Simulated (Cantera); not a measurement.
## Equilibrium for fluorocarbon and chlorocarbon gases: CH3Cl + H2

Charge: 1 mol CH3Cl, 12 mol H2, equilibrated at 1.00 Pa.

These are equilibrium values from Cantera (NASA tables, ideal gas, pure condensed phases), not measurements of a reactor. Candidate condensed phases: C, C6H6, C7H8, C8H18; 91 gas species. Kinetics and transport are ignored.

From 1748 K to 2348 K the condensed part is C(graphite). From 2548 K to 3148 K nothing is condensed. The main C-bearing gas is C2H2 (acetylene) at 1748 K and C at 3148 K.

| T (K) | x H | x H2 | x HCl | x Cl | x C | n C(graphite) |
|---|---|---|---|---|---|---|
| 1748 | 0.0672 | 0.864 | 0.0650 | 0.00390 | 6.07e-9 | 0.997 |
| 1948 | 0.288 | 0.651 | 0.0455 | 0.0151 | 9.63e-7 | 0.988 |
| 2148 | 0.684 | 0.269 | 0.0161 | 0.0299 | 5.92e-5 | 0.969 |
| 2348 | 0.902 | 0.0534 | 0.00286 | 0.0347 | 0.00180 | 0.584 |
| 2548 | 0.935 | 0.00913 | 0.000484 | 0.0348 | 0.0126 | 0 |
| 2748 | 0.932 | 0.00188 | 0.000101 | 0.0345 | 0.0299 | 0 |
| 2948 | 0.931 | 0.000481 | 2.61e-5 | 0.0345 | 0.0340 | 0 |
| 3148 | 0.931 | 0.000146 | 8.01e-6 | 0.0345 | 0.0344 | 0 |
x: gas mole fraction; n: condensed amount in mol.
